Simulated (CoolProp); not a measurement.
Vapour-liquid equilibrium of benzene (1) + n-nonane (2) at 0.335 MPa; x and y are mole fractions of (1).

Computed with CoolProp (multi-fluid Helmholtz-energy mixture model, Thol 2012 and Lemmon 2006; pair parameters Bell 2016).

| x | bubble temperature, mixture model (°C) | bubble temperature, Raoult's law (°C) | y, mixture model | y, Raoult's law |
|---|---|---|---|---|
| 0.05 | 192.7 | 194.4 | 0.203 | 0.196 |
| 0.125 | 180.2 | 183.9 | 0.422 | 0.410 |
| 0.2 | 170.3 | 174.9 | 0.569 | 0.560 |
| 0.275 | 162.3 | 167.2 | 0.668 | 0.668 |
| 0.35 | 155.8 | 160.4 | 0.739 | 0.748 |
| 0.425 | 150.4 | 154.5 | 0.792 | 0.808 |
| 0.5 | 145.9 | 149.2 | 0.834 | 0.855 |
| 0.575 | 141.9 | 144.5 | 0.868 | 0.892 |
| 0.65 | 138.3 | 140.2 | 0.897 | 0.921 |
| 0.725 | 135.1 | 136.3 | 0.922 | 0.944 |
| 0.8 | 132.0 | 132.8 | 0.945 | 0.963 |
| 0.875 | 129.2 | 129.5 | 0.967 | 0.979 |
| 0.95 | 126.4 | 126.5 | 0.987 | 0.992 |

The largest gap from Raoult's law is -4.9 K in bubble temperature, at x = 0.275. No azeotrope shows between x = 0.05 and 0.95.

The pair parameters rest on a limited set of measurements; away from them the model extrapolates.
